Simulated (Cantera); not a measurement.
Standard-state values (1 bar) from the NASA 1993 polynomials, evaluated with Cantera. Values are per mole of reaction as written; species without (g) are pure solids or liquids, kept so even where they would boil at 1 bar.

Question: Between 998 and 1248 K, where is each reaction favourable under standard conditions?
- 2 NO(g) + 2 Li(g) ⇌ Li₂O + N₂O(g)

Answer: 
- 2 NO(g) + 2 Li(g) ⇌ Li₂O + N₂O(g): ΔG° is -583 kJ at 998 K and -477 kJ at 1248 K; it stays negative (K > 1). ΔH° is -997 kJ and ΔS° -416 J/K at 1248 K.
